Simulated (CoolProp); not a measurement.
Vapour-liquid equilibrium of R152A (1) + isobutane (2) at 0.146 MPa; x and y are mole fractions of (1).

Computed with CoolProp (multi-fluid Helmholtz-energy mixture model, Outcalt 1996 and Bücker 2006; pair parameters Bell 2016).

Question: Give the bubble temperature and the first vapour's composition at x = 0.2, 0.65, 0.8. Is there an azeotrope?

Answer: x = 0.2: 257.9 K, y = 0.483; x = 0.65: 253.4 K, y = 0.676; x = 0.8: 253.6 K, y = 0.732. y crosses x between x = 0.65 and 0.8: the model has an azeotrope there.

Pair parameters are fitted to limited data, so mixtures are less certain than the pure fluids.
